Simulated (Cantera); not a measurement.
# Carbon deposition, reforming and gasification: toluene + NH3 + H2

A closed system holds: 1 mol toluene, 0.72 mol NH3, 5.4 mol H2, equilibrated at 477 °C.

Cantera equilibrium calculation (NASA polynomials, part measured and part estimated; ideal gas, pure solids and liquids). Candidate condensed phases: C, C6H6, C7H8, C8H18; 92 gas species. The ideal-gas law is rough above about 30 bar. Rates play no part.

```json
[
 {"P (Pa)": "10", "x H2": "0.966", "x CH4": "0.000298", "x N2": "0.0332", "x NH3": "8.85e-8", "x C2H6": "<1e-12", "x C3H8": "<1e-12", "x C2H4": "1.12e-11", "x HCN": "4.39e-9", "n C(graphite)": "7.00"},
 {"P (Pa)": "46", "x H2": "0.965", "x CH4": "0.00137", "x N2": "0.0333", "x NH3": "4.06e-7", "x C2H6": "1.90e-11", "x C3H8": "<1e-12", "x C2H4": "5.13e-11", "x HCN": "4.39e-9", "n C(graphite)": "6.99"},
 {"P (Pa)": "220", "x H2": "0.960", "x CH4": "0.00648", "x N2": "0.0334", "x NH3": "1.93e-6", "x C2H6": "4.28e-10", "x C3H8": "<1e-12", "x C2H4": "2.43e-10", "x HCN": "4.39e-9", "n C(graphite)": "6.93"},
 {"P (Pa)": "1000", "x H2": "0.938", "x CH4": "0.0281", "x N2": "0.0341", "x NH3": "8.57e-6", "x C2H6": "8.23e-9", "x C3H8": "<1e-12", "x C2H4": "1.05e-9", "x HCN": "4.38e-9", "n C(graphite)": "6.70"},
 {"P (Pa)": "4600", "x H2": "0.856", "x CH4": "0.108", "x N2": "0.0368", "x NH3": "3.57e-5", "x C2H6": "1.32e-7", "x C3H8": "<1e-12", "x C2H4": "4.03e-9", "x HCN": "4.35e-9", "n C(graphite)": "5.95"},
 {"P (Pa)": "22000", "x H2": "0.655", "x CH4": "0.302", "x N2": "0.0432", "x NH3": "0.000124", "x C2H6": "1.36e-6", "x C3H8": "3.66e-11", "x C2H4": "1.13e-8", "x HCN": "4.12e-9", "n C(graphite)": "4.49"},
 {"P (Pa)": "100000", "x H2": "0.411", "x CH4": "0.538", "x N2": "0.0509", "x NH3": "0.000303", "x C2H6": "6.91e-6", "x C3H8": "5.29e-10", "x C2H4": "2.02e-8", "x HCN": "3.54e-9", "n C(graphite)": "3.21"},
 {"P (Pa)": "460000", "x H2": "0.222", "x CH4": "0.721", "x N2": "0.0569", "x NH3": "0.000584", "x C2H6": "2.30e-5", "x C3H8": "4.37e-9", "x C2H4": "2.70e-8", "x HCN": "2.75e-9", "n C(graphite)": "2.46"},
 {"P (Pa)": "2200000", "x H2": "0.109", "x CH4": "0.830", "x N2": "0.0603", "x NH3": "0.000989", "x C2H6": "6.20e-5", "x C3H8": "2.77e-8", "x C2H4": "3.11e-8", "x HCN": "1.98e-9", "n C(graphite)": "2.09"},
 {"P (Pa)": "10000000", "x H2": "0.0526", "x CH4": "0.884", "x N2": "0.0619", "x NH3": "0.00153", "x C2H6": "0.000145", "x C3H8": "1.43e-7", "x C2H4": "3.31e-8", "x HCN": "1.40e-9", "n C(graphite)": "1.92"}
]
```
x: gas mole fraction; n: condensed amount in mol.

From 0.000100 bar to 100 bar the condensed part is C(graphite). The main C-bearing gas is CH4 throughout. The share of C in condensed phases is highest at 0.000100 bar (100.0 %) and lowest at 100 bar (27.4 %).
